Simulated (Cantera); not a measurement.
Cantera run:

```python
import numpy as np
import cantera as ct

gas_names = """
    NH3 OH VO2 N2O NO2
""".split()
cond_names = """
    V2O5(s) V2O5(L) VN(s) V2O3(s) V2O3(L)
""".split()


# ... load() reads the species with a 1 bar reference pressure and builds the phases ...
species = {s.name: s for s in load("nasa_gas.yaml", gas_names) + load("nasa_condensed.yaml", cond_names)}
# Each term lists the table entries of one substance; the one whose range holds T is used.
reactions = {
    'V2O5 + NH3(g) = 3 OH(g) + VN + VO2(g)':
        [(-1, ['V2O5(s)', 'V2O5(L)']), (-1, ['NH3']), (3, ['OH']), (1, ['VN(s)']), (1, ['VO2'])],
    '6 VO2(g) + N2O(g) = 3 V2O3 + 2 NO2(g)':
        [(-6, ['VO2']), (-1, ['N2O']), (3, ['V2O3(s)', 'V2O3(L)']), (2, ['NO2'])],
}


def pick(names, T):
    return next(species[n] for n in names if species[n].thermo.min_temp <= T <= species[n].thermo.max_temp)


results = []
for label, terms in reactions.items():
    print(label)
    print("     T/K   dH/kJ  dS/(J/K)   dG/kJ   log10 K")
    for T in [300, 973, 1073, 1173, 1273, 1373, 1473, 1573, 1673]:
        used = [(nu, pick(names, T)) for nu, names in terms]
        dH = sum(nu * s.thermo.h(T) for nu, s in used) / 1e6
        dS = sum(nu * s.thermo.s(T) for nu, s in used) / 1e3
        dG = dH - T * dS / 1e3
        logK = -dG * 1e6 / (ct.gas_constant * T * np.log(10))
        results.append((label, T, dH, dS, dG, logK, [s.name for _, s in used]))
        print(f"{T:8g} {dH:8.1f} {dS:8.1f} {dG:8.1f} {logK:8.2f}")
```

Output:

```
V2O5 + NH3(g) = 3 OH(g) + VN + VO2(g)
     T/K   dH/kJ  dS/(J/K)   dG/kJ   log10 K
     300   1264.8    530.5   1105.7  -192.51
     973   1184.2    438.6    757.4   -40.66
    1073   1179.6    434.2    713.7   -34.75
    1173   1175.1    430.2    670.5   -29.86
    1273   1170.8    426.6    627.7   -25.76
    1373   1166.5    423.3    585.2   -22.26
    1473   1162.2    420.4    543.0   -19.26
    1573   1158.1    417.7    501.1   -16.64
    1673   1154.1    415.2    459.5   -14.35
6 VO2(g) + N2O(g) = 3 V2O3 + 2 NO2(g)
     T/K   dH/kJ  dS/(J/K)   dG/kJ   log10 K
     300  -2273.6  -1036.2  -1962.7   341.74
     973  -2197.3   -906.3  -1315.4    70.62
    1073  -2184.1   -893.4  -1225.4    59.65
    1173  -2170.1   -881.0  -1136.7    50.62
    1273  -2155.4   -869.0  -1049.2    43.05
    1373  -2139.9   -857.3   -962.9    36.63
    1473  -2123.5   -845.7   -877.8    31.13
    1573  -2106.3   -834.4   -793.8    26.36
    1673  -2088.1   -823.2   -710.9    22.19
```

Standard-state values (1 bar) from the NASA 1993 polynomials, evaluated with Cantera. VN: taken at fixed stoichiometry. Condensed species are held in their standard states even where they would react or evaporate.
